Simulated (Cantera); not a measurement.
A closed system holds: 1 mol H2O, 0.46 mol H2, held at 9.60 bar.

Cantera equilibrium calculation (NASA polynomials, part measured and part estimated; ideal gas, pure solids and liquids). Candidate condensed phases: H2O; 9 gas species. Equilibrium is a limit: real reactors are often held back by kinetics, nucleation or transport.

x: gas mole fraction; nothing condenses.

```tsv
T (K)	x H2O	x H2	x H	x OH
1923	0.685	0.315	0.000171	3.19e-5
1998	0.685	0.315	0.000291	6.29e-5
2073	0.685	0.315	0.000476	0.000118
2148	0.684	0.315	[?]	[?]
2223	0.684	0.314	0.00116	0.000364
2298	0.684	0.314	0.00173	0.000606
2373	0.683	0.314	[?]	[?]
2448	0.682	0.313	0.00360	0.00153
2523	0.680	0.313	0.00502	0.00232
2598	0.678	0.312	0.00686	0.00344
2673	0.675	0.311	0.00922	0.00499
2748	0.671	0.310	0.0122	0.00708
```

### Question
Complete the blanks.

### Answer

- 2148, x H: 0.000755
- 2148, x OH: 0.000211
- 2373, x H: 0.00252
- 2373, x OH: 0.000976
